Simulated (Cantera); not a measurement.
Equilibrium for abatement and gas-phase synthesis: SF₆ + O₂ + H₂

Charge: 1 mol SF₆, 1.5 mol O₂, 15 mol H₂, equilibrated at 1600 K.

Method: chemical equilibrium by Gibbs-energy minimisation in Cantera with the NASA 1993 tables (ideal gas, pure condensed phases). Candidate condensed phases: H₂O, H₂SO₄, S; 43 gas species. The ideal-gas law is rough above about 30 bar. Kinetics and transport are ignored.

```tsv
P (Pa)	x H₂	x HF	x H₂O	x H₂S	x S₂
10	0.493	0.322	0.146	0.00158	0.0193
200	0.483	0.325	0.158	0.00718	0.0208
3900	0.467	0.328	0.163	0.0249	0.0137
77000	0.449	0.332	0.166	0.0487	0.00287
1500000	0.445	0.333	0.167	0.0549	0.000191
30000000	0.445	0.333	0.167	0.0555	9.76e-6
```
x: gas mole fraction; nothing condenses.

From 10.0 Pa to 3.00e7 Pa nothing is condensed.
